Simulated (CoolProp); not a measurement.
A Linde-Hampson liquefier for CF4 (R14): isothermal reversible compression at 320 K from 1 atm to 15 MPa, throttling to 1 atm, return gas leaving the recuperator 2 K below the feed. Each further row changes one setting.

Values from CoolProp's reference Helmholtz-energy equation of state, Platzer 1990. This equation is an older, rougher fit; its heat capacities, sound speeds and derivatives of the liquid may be far off and weren't checked against measurements.

```
case                        liquid yield per pass  compression work (kJ/kg of gas)
--------------------------  ---------------------  -------------------------------
as stated                                     ___                              141
high pressure 30 MPa                          ___                              ___
warm-end temperature 350 K                    ___                              ___
warm-end gap 7 K                              ___                              141
```

Problem. Some entries are withheld; supply them.

Solution. 
- as stated, liquid yield per pass: 0.192
- high pressure 30 MPa, liquid yield per pass: 0.245
- high pressure 30 MPa, compression work (kJ/kg of gas): 159
- warm-end temperature 350 K, liquid yield per pass: 0.141
- warm-end temperature 350 K, compression work (kJ/kg of gas): 158
- warm-end gap 7 K, liquid yield per pass: 0.180
